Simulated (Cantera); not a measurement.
Input (Python, Cantera) and output of one run.

```python
import numpy as np
import cantera as ct

gas_names = [...]  # 113 gases of nasa_gas.yaml made of C, H, O, Pb
cond_names = """
    C(gr) C6H6(L) C7H8(L) C8H18(L),n-octa H2O(s) H2O(L) Pb(cr) Pb(L) PbO(rd) PbO(yw) PbO(L) PbO2(s)
    Pb3O4(s)
""".split()


# ... load() reads the species with a 1 bar reference pressure and builds the phases ...
atoms = {
    'PbO': {'Pb': 1, 'O': 1},
    'CO': {'C': 1, 'O': 1},
    'H2': {'H': 2},
}
top_T = {'C(gr)': 4500, 'Pb3O4(s)': 820}  # K; cautious upper limits of use, not melting points


# ... equilibrate(T, P, feed) seeds the gas with the atoms and calls Mixture.equilibrate('TP', solver="vcs", rtol=1e-11, max_steps=5000) ...
results = []
feed = {'PbO': 1, 'CO': 7.9, 'H2': 11}  # mol
P = 3300  # Pa
for T in [825, 900, 975, 1050, 1125, 1200, 1275, 1350]:
    mix = equilibrate(T, P, feed)
    results.append((T, P, feed, dict(zip(mix.species_names, mix.species_moles))))

top = {s: max(r[3][s] / sum(r[3][g] for g in gas_names) for r in results) for s in gas_names}
cols = sorted((s for s in top if top[s] > 0.0001), key=lambda s: -top[s])[:9]
seen = [c for c in cond_names if any(r[3].get(c, 0) > 1e-12 for r in results)]
print("log10 of partial pressures in bar; condensed amounts in mol")
print(f"{'T/K':>10s}" + "".join(f"{s[:9]:>10s}" for s in cols + seen))
for T, P, feed, n in results:
    ng = sum(n[g] for g in gas_names)
    print(f"{T:10.4g}" + "".join(f"{np.log10(max(n[s] / ng * P / 1e5, 1e-99)):10.3f}" for s in cols)
          + "".join(f"{n.get(c, 0):10.4g}" for c in seen))
```

Output:

```
log10 of partial pressures in bar; condensed amounts in mol
       T/K        H2        CO       CO2       H2O        Pb       CH4     C(gr)     Pb(L)
       825    -1.728    -2.065    -2.477    -2.692    -6.843    -3.499     1.597    0.9999
       900    -1.735    -1.898    -2.948    -3.147    -5.864    -4.075         0    0.9992
       975    -1.736    -1.891    -3.033    -3.082    -5.038    -5.138         0    0.9948
      1050    -1.739    -1.887    -3.099    -3.023    -4.332    -6.065         0    0.9733
      1125    -1.744    -1.885    -3.162    -2.980    -3.723    -6.868         0     0.891
      1200    -1.752    -1.888    -3.226    -2.952    -3.192    -7.579         0    0.6243
      1275    -1.767    -1.900    -3.293    -2.940    -2.780    -8.228         0         0
      1350    -1.769    -1.898    -3.342    -2.920    -2.780    -8.765         0         0
```

Cantera equilibrium calculation (NASA polynomials, part measured and part estimated; ideal gas, pure solids and liquids).
